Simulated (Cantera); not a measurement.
Charge: 1 mol Si, 0.0032 mol H2O, 770 mol H2, equilibrated at 1775 K and 0.00360 bar.

Equilibrium computed with Cantera from the NASA thermochemical tables; the gas is ideal and each condensed phase is pure. Gases not in the tables: Si2H6 and higher silanes. Rates play no part.

```json
[
 {"species": "H2", "before": "0.995", "after": "0.991"},
 {"species": "H", "before": "0.00481", "after": "0.00789"},
 {"species": "Si", "before": "0.000610", "after": "0.00120"},
 {"species": "SiH2", "before": "2.49e-5", "after": "1.81e-5"},
 {"species": "SiH", "before": "4.48e-5", "after": "5.37e-5"},
 {"species": "Si(l), mol", "before": "0.465", "after": "0"}
]
```
Gas species are given as mole fractions.

Task: What was changed between the two runs?
(A) pressure from 0.00360 bar to 0.00133 bar
(B) temperature from 1775 K to 1423.15 K
(C) pressure from 0.00360 bar to 6.70e-6 bar
(D) H2O from 0.0032 to 1.9 mol

Result: A, pressure from 0.00360 bar to 0.00133 bar
